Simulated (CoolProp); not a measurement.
Properties of octamethylcyclotetrasiloxane (D4) along the isotherm 620 K.

Computed with CoolProp (reference Helmholtz-energy equation of state, Thol 2015).

```tsv
p (MPa)	phase	density (kg/m³)	cp (kJ/(kg K))	Joule-Thomson coefficient (K/MPa)	fugacity coefficient
0.00213	gas	0.1226	2.039	7.016	0.9996
0.00313	gas	0.1802	2.039	7.018	0.9993
0.00459	gas	0.2644	2.039	7.021	0.9990
0.00674	gas	0.3884	2.039	7.026	0.9986
0.00989	gas	0.5703	2.039	7.034	0.9979
0.0145	gas	0.8369	2.039	7.044	0.9969
0.0213	gas	1.231	2.040	7.060	0.9955
0.0313	gas	1.813	2.040	7.083	0.9934
0.0459	gas	2.667	2.041	7.118	0.9904
0.0674	gas	3.935	2.043	7.169	0.9858
0.0989	gas	5.813	2.044	7.247	0.9793
0.145	gas	8.611	2.047	7.363	0.9696
0.213	gas	12.85	2.052	7.543	0.9555
0.313	gas	19.34	2.059	7.829	0.9349
0.459	gas	29.44	2.072	8.294	0.9051
0.674	gas	45.96	2.097	9.112	0.8618
```
